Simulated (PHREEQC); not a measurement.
## Alkaline etch or developer: an equilibrium model

A solution holds 2.1 mmol/kgw LiOH, 0.0095 mmol/kgw H4SiO4 and 0.88 mmol/kgw K2SiO3, at 25 °C. Closed to the air; pH follows from the charge balance.

The numbers come from PHREEQC with the Pitzer model, pitzer.dat.

| Item | Value |
|---|---|
| pH | 11.44 |
| ionic strength | 0.00388 mol/kgw |
| osmotic coefficient | 0.978 |
| total alkalinity | 3.86 meq/kg |

```tsv
species	molality	activity	log γ
OH-	0.00297	0.00278	-0.030
Li+	0.00210	0.00196	-0.030
K+	0.00176	0.00165	-0.029
H3SiO4-	0.000850	0.000793	-0.030
H2SiO4-2	1.98e-5	1.48e-5	-0.126
H4SiO4	1.96e-5	1.96e-5	0.000
```

No solid was allowed to form. Species that the database lacks are ignored.
